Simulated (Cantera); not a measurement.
**Thermodynamics of abatement and gas-phase synthesis, feed HBr + H2O**

Feed: 1 mol HBr, 6.6 mol H2O, equilibrated at 2548 K.

Method: chemical equilibrium by Gibbs-energy minimisation in Cantera with the NASA 1993 tables (ideal gas, pure condensed phases). Candidate condensed phases: Br2, H2O; 12 gas species. The ideal-gas law is rough above about 30 bar. The numbers say what is thermodynamically allowed, not how fast it happens.

From 10.0 Pa to 3.00e7 Pa nothing is condensed.

```csv
P (Pa),log p H2O,log p H,log p O,log p H2,log p HBr,log p Br,log p OH,log p O2
10,-6.15,-4.22,-4.59,-5.42,-7.49,-5.30,-5.60,-5.69
52,-4.40,-3.63,-4.04,-4.23,-6.09,-4.49,-4.46,-4.59
280,-3.10,-3.18,-3.63,-3.34,-4.79,-3.65,-3.61,-3.79
1400,-2.16,-2.85,-3.35,-2.68,-3.71,-2.90,-2.99,-3.22
7600,-1.30,-2.55,-3.10,-2.07,-2.69,-2.17,-2.44,-2.71
40000,-0.53,-2.27,-2.87,-1.52,-1.75,-1.51,-1.94,-2.27
210000,0.22,-2.00,-2.67,-0.98,-0.86,-0.90,-1.46,-1.86
1100000,0.96,-1.73,-2.46,-0.45,-0.03,-0.33,-0.99,-1.44
5700000,1.68,-1.48,-2.25,0.06,0.76,0.20,-0.52,-1.02
30000000,2.41,-1.22,-2.04,0.58,1.52,0.71,-0.05,-0.60
```
log p: log10 of the partial pressure in bar; nothing condenses.
